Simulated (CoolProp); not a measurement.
R21 along the isotherm 199.85 °C: Z from the reference equation and from simpler models built on Tc = 179.6 °C, pc = 52.89 bar, ω = 0.206; each cubic takes its own stable root.

Computed with CoolProp (reference Helmholtz-energy equation of state, Platzer 1990). This equation is an older, rougher fit; its heat capacities, sound speeds and derivatives of the liquid may be far off and weren't checked against measurements.

| p (bar) | phase | reference |
|---|---|---|
| 18.9 | gas | 0.8873 |
| 37.8 | gas | 0.7462 |
| 56.7 | supercritical | 0.5449 |
| 75.6 | supercritical | 0.3111 |
| 94.4 | supercritical | 0.3136 |
| 113 | supercritical | 0.3472 |
| 132 | supercritical | 0.3865 |
| 151 | supercritical | 0.4271 |
| 170 | supercritical | 0.4682 |
| 189 | supercritical | 0.5093 |
| 208 | supercritical | 0.5502 |
| 227 | supercritical | 0.5909 |
| 246 | supercritical | 0.6313 |
| 264 | supercritical | 0.6694 |

Problem. How far does each simpler model (van der Waals, Redlich-Kwong, Soave-Redlich-Kwong, Peng-Robinson) lie from the reference over these 14 states: mean and median of the absolute difference, and the worst?

Solution. 
- van der Waals: mean 24.8 %, median 32.5 %, worst +32.9 % at 199.85 °C and 170 bar
- Redlich-Kwong: mean 7.1 %, median 7.7 %, worst +13.3 % at 199.85 °C and 94.4 bar
- Soave-Redlich-Kwong: mean 9.1 %, median 8.8 %, worst +16.9 % at 199.85 °C and 94.4 bar
- Peng-Robinson: mean 2.9 %, median 2.2 %, worst +8.1 % at 199.85 °C and 75.6 bar
